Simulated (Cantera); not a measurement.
Equilibrium for silicon carbide growth: CH3SiCl3 + H2

Charge: 1 mol CH3SiCl3, 190 mol H2, at 1375 °C and 2.30 mbar.

These are equilibrium values from Cantera (NASA tables, ideal gas, pure condensed phases), not measurements of a reactor. Candidate condensed phases: C, C6H6, C7H8, C8H18, Si, SiC; 109 gas species. The feed counts by its element totals alone. Rates play no part.

The x(H2) is 0.983 and the x(HCl) comes out as 0.0155. The x(H) is 0.00184 and the x(Cl) is 2.28e-5. The x(SiCl2) is 2.09e-5 and the x(C2H2 (acetylene)) is 1.15e-5. The x(Si) comes out as 2.71e-6. The x(CH4) is 1.52e-6. The n(SiC(s)) is 0.995 mol and the gas amount is 193.2 mol. The log10 activity of C(graphite) (absent) is -0.29 and the log10 activity of Si(s) (absent) is -1.62.
